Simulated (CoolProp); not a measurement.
Vapour-liquid equilibrium of propylene (1) + R142b (2) at 271.3 K; x and y are mole fractions of (1).

Model: multi-fluid Helmholtz-energy mixture model, Lemmon 2013 and Lemmon 2006; pair parameters Bell 2016, in CoolProp.

Give the bubble pressure and the first vapour's composition at x = 0.05, 0.2, 0.35. Is there an azeotrope?

x = 0.05: 1.593 bar, y = 0.188; x = 0.2: 2.323 bar, y = 0.517; x = 0.35: 3.014 bar, y = 0.686. No azeotrope shows between x = 0.05 and 0.95.

Pair parameters are fitted to limited data, so mixtures are less certain than the pure fluids.
